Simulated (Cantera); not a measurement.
# Diamond growth

A diamond (100) surface in a fixed gas of H2 with x(CH4) = 0.0089, x(CH3) = 8.6e-05, at 950 K, 0.0460 bar; coverages are run to steady state.

Computed with Cantera and the Harris–Goodwin 1993 mechanism for the reconstructed diamond (100) surface.

```csv
x(H),growth (µm/h),θ c6HH,θ c6H*,θ c6*H,θ c6**,θ c6HM
0.0001,0.620,0.475,0.00956,0.227,0.00266,0.219
0.00024,0.982,0.530,0.0112,0.266,0.00412,0.144
0.00059,1.29,0.582,0.0126,0.299,0.00536,0.0775
0.0014,1.48,0.614,0.0134,0.318,0.00608,0.0373
0.0035,1.58,0.631,0.0139,0.328,0.00647,0.0159
0.0085,1.62,0.638,0.0141,0.333,0.00664,0.00673
0.021,1.64,0.641,0.0143,0.334,0.00672,0.00276
0.05,1.65,0.642,0.0146,0.335,0.00678,0.00116
0.12,1.66,0.643,0.0152,0.334,0.00687,0.000487
```
θ: site fractions in the mechanism's names (c6HH fully hydrogenated, c6H* and c6*H radical sites, c6** diradical, c6HM methylated).
